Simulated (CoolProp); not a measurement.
A single-stage vapour-compression cycle with R410A: evaporating at 262.15 K (dew point), condensing at 294.15 K (bubble point), superheat 5 K, subcooling 2 K, compressor efficiency 0.7, no pressure losses. Each further row changes one setting.

The numbers come from the reference Helmholtz-energy equation of state, Lemmon 2003 in CoolProp. It is a pseudo-pure fit of the blend.

```csv
case,cooling COP,pressure ratio,discharge temperature (K),refrigerating effect (kJ/kg),volumetric capacity (kJ/m³)
as stated,___,2.69,325.5,193,3960
evaporating temperature 267.15 K,5.93,2.27,320.7,___,4730
condensing temperature 289.15 K,5.88,2.34,316.9,201,4130
subcooling 7 K,5.02,2.69,325.5,201,4130
superheat 15 K,4.77,2.69,___,___,3930
compressor efficiency 0.6,4.13,2.69,___,193,3960
```

Q: What belongs in the gaps?

A: 
- as stated, cooling COP: 4.82
- evaporating temperature 267.15 K, refrigerating effect (kJ/kg): 195
- superheat 15 K, discharge temperature (K): 336.9
- superheat 15 K, refrigerating effect (kJ/kg): 203
- compressor efficiency 0.6, discharge temperature (K): 331.7
